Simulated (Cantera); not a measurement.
What does this Cantera script print?

```python
import numpy as np
import cantera as ct

gas = ct.Solution("gri30.yaml")
gas.TPX = 2025, 83000, {'NO': 1, 'N2': 0.41}
inlet = ct.Reservoir(gas, clone=True)

reactor = ct.IdealGasConstPressureReactor(gas, energy="off", clone=False)
exhaust = ct.Reservoir(gas, clone=True)
tau = [8.7, 4, 1.8, 0.83, 0.38, 0.18, 0.08, 0.037, 0.017, 0.0078][0]
for a, b in ((inlet, reactor), (reactor, exhaust)):
    ct.MassFlowController(a, b, mdot=lambda t: reactor.mass / tau)
net = ct.ReactorNet([reactor])
show = ['NO', 'O2', 'NO2', 'O', 'N2O']

rows = []
print(f"{'tau/s':>10s}{'T/K':>9s}" + "".join(f"{s:>11s}" for s in show))
for tau in [8.7, 4, 1.8, 0.83, 0.38, 0.18, 0.08, 0.037, 0.017, 0.0078]:
    net.initial_time = 0.0
    net.advance(30 * tau)
    before = gas.X
    net.advance(40 * tau)
    drift = np.max(np.abs(gas.X - before) / (gas.X + 1e-9))
    rows.append([gas.T, *gas[show].X, drift])
    print(f"{tau:10.3e}{gas.T:9.1f}" + "".join(f"{x:11.3e}" for x in gas[show].X))
```

Result:

```
     tau/s      T/K         NO         O2        NO2          O        N2O
 8.700e+00   2025.0  7.256e-02  3.179e-01  1.344e-04  5.050e-04  2.530e-06
 4.000e+00   2025.0  1.179e-01  2.952e-01  2.106e-04  4.877e-04  6.083e-06
 1.800e+00   2025.0  1.924e-01  2.578e-01  3.217e-04  4.578e-04  1.575e-05
 8.300e-01   2025.0  2.948e-01  2.066e-01  4.423e-04  4.132e-04  3.702e-05
 3.800e-01   2025.0  4.160e-01  1.459e-01  5.286e-04  3.529e-04  7.494e-05
 1.800e-01   2025.0  5.250e-01  9.142e-02  5.372e-04  2.879e-04  1.218e-04
 8.000e-02   2025.0  6.121e-01  4.799e-02  4.741e-04  2.222e-04  1.689e-04
 3.700e-02   2025.0  6.609e-01  2.367e-02  3.928e-04  1.743e-04  1.992e-04
 1.700e-02   2025.0  6.863e-01  1.101e-02  3.259e-04  1.424e-04  2.146e-04
 7.800e-03   2025.0  6.986e-01  4.932e-03  2.808e-04  1.229e-04  2.179e-04
```

Computed with Cantera and GRI-Mech 3.0 (53 species, 325 reactions).
